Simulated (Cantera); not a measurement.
A Cantera script and what it prints.

```python
import numpy as np
import cantera as ct

gas_names = """
    Br Br2 Si SiBr SiBr2 SiBr3 SiBr4 Si2 Si3
""".split()
cond_names = """
    Br2(cr) Br2(L) Si(cr) Si(L)
""".split()


# ... load() reads the species with a 1 bar reference pressure and builds the phases ...
atoms = {
    'Si': {'Si': 1},
    'Br2': {'Br': 2},
}
top_T = {}  # K; cautious upper limits of use, not melting points


# ... equilibrate(T, P, feed) seeds the gas with the atoms and calls Mixture.equilibrate('TP', solver="gibbs", rtol=1e-10, max_steps=50000) ...
results = []
P = 133.322  # Pa
for T in [600, 700, 800, 900, 1000, 1100, 1200, 1300, 1400, 1500, 1600, 1700]:
    for m in [0.68, 0.9, 1.2, 1.6, 2.1, 2.8, 3.7]:
        feed = {'Si': 1, 'Br2': m}  # mol
        mix = equilibrate(T, P, feed)
        results.append((T, P, feed, dict(zip(mix.species_names, mix.species_moles))))

for T, P, feed, n in results:
    print(f"{T:7g} {feed['Br2']:10.4g}  " + (" + ".join(c for c in cond_names if n.get(c, 0) > 1e-12) or "gas only"))
```

It prints:

```
    600       0.68  Si(cr)
    600        0.9  Si(cr)
    600        1.2  Si(cr)
    600        1.6  Si(cr)
    600        2.1  gas only
    600        2.8  gas only
    600        3.7  gas only
    700       0.68  Si(cr)
    700        0.9  Si(cr)
    700        1.2  Si(cr)
    700        1.6  Si(cr)
    700        2.1  gas only
    700        2.8  gas only
    700        3.7  gas only
    800       0.68  Si(cr)
    800        0.9  Si(cr)
    800        1.2  Si(cr)
    800        1.6  Si(cr)
    800        2.1  gas only
    800        2.8  gas only
    800        3.7  gas only
    900       0.68  Si(cr)
    900        0.9  Si(cr)
    900        1.2  Si(cr)
    900        1.6  Si(cr)
    900        2.1  gas only
    900        2.8  gas only
    900        3.7  gas only
   1000       0.68  Si(cr)
   1000        0.9  Si(cr)
   1000        1.2  Si(cr)
   1000        1.6  Si(cr)
   1000        2.1  gas only
   1000        2.8  gas only
   1000        3.7  gas only
   1100       0.68  Si(cr)
   1100        0.9  Si(cr)
   1100        1.2  Si(cr)
   1100        1.6  Si(cr)
   1100        2.1  gas only
   1100        2.8  gas only
   1100        3.7  gas only
   1200       0.68  Si(cr)
   1200        0.9  Si(cr)
   1200        1.2  Si(cr)
   1200        1.6  gas only
   1200        2.1  gas only
   1200        2.8  gas only
   1200        3.7  gas only
   1300       0.68  Si(cr)
   1300        0.9  Si(cr)
   1300        1.2  gas only
   1300        1.6  gas only
   1300        2.1  gas only
   1300        2.8  gas only
   1300        3.7  gas only
   1400       0.68  Si(cr)
   1400        0.9  Si(cr)
   1400        1.2  gas only
   1400        1.6  gas only
   1400        2.1  gas only
   1400        2.8  gas only
   1400        3.7  gas only
   1500       0.68  Si(cr)
   1500        0.9  Si(cr)
   1500        1.2  gas only
   1500        1.6  gas only
   1500        2.1  gas only
   1500        2.8  gas only
   1500        3.7  gas only
   1600       0.68  Si(cr)
   1600        0.9  Si(cr)
   1600        1.2  gas only
   1600        1.6  gas only
   1600        2.1  gas only
   1600        2.8  gas only
   1600        3.7  gas only
   1700       0.68  Si(L)
   1700        0.9  Si(L)
   1700        1.2  gas only
   1700        1.6  gas only
   1700        2.1  gas only
   1700        2.8  gas only
   1700        3.7  gas only
```

Cantera equilibrium calculation (NASA polynomials, part measured and part estimated; ideal gas, pure solids and liquids). The tables' values for SiBr3 are old estimates.
